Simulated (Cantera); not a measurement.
A closed system holds: 1 mol C, 4.1 mol H2O, 0.71 mol H2, held at 1.33 mbar.

Cantera equilibrium calculation (NASA polynomials, part measured and part estimated; ideal gas, pure solids and liquids). Candidate condensed phases: C, C6H6, C7H8, C8H18, H2O; 131 gas species. Ions and electrons are included (thermal ionisation). Equilibrium is a limit: real reactors are often held back by kinetics, nucleation or transport. All values below are at 3500 K.

Base state: H 0.699, O 0.225, CO 0.0731, H2 0.00187, OH 0.00103, O2 0.000278, CO2 2.83e-5 (mole fractions); condensed: gas only.

Question: What changes in the equilibrium state with this change: H2O from 4.1 to 0.12 mol?

Answer: 
```json
[
 {"species": "H", "before": "0.699", "after": "0.668"},
 {"species": "C", "before": "2.96e-7", "after": "0.230"},
 {"species": "CO", "before": "0.0731", "after": "0.0486"},
 {"species": "O", "before": "0.225", "after": "1.92e-7"},
 {"species": "C2", "before": "<1e-9", "after": "0.0262"},
 {"species": "C3", "before": "<1e-9", "after": "0.0242"},
 {"species": "OH", "before": "0.00103", "after": "<1e-9"},
 {"species": "C2H", "before": "<1e-9", "after": "0.000482"},
 {"species": "O2", "before": "0.000278", "after": "<1e-9"},
 {"species": "CH", "before": "<1e-9", "after": "7.72e-5"}
]
```
